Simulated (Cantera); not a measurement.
## Equilibrium for silicon epitaxy and polysilicon growth: Si3H8 + H2

Feed: 1 mol Si3H8, 98 mol H2, at 925 K and 0.0133 bar.

Method: chemical equilibrium by Gibbs-energy minimisation in Cantera with the NASA 1993 tables (ideal gas, pure condensed phases). Candidate condensed phases: Si; 9 gas species. The feed counts by its element totals alone. Rates play no part.

```json
{
  "x(H2)": "1.00",
  "n(Si(s))": "3.00 mol",
  "gas_amount": "102.0 mol"
}
```
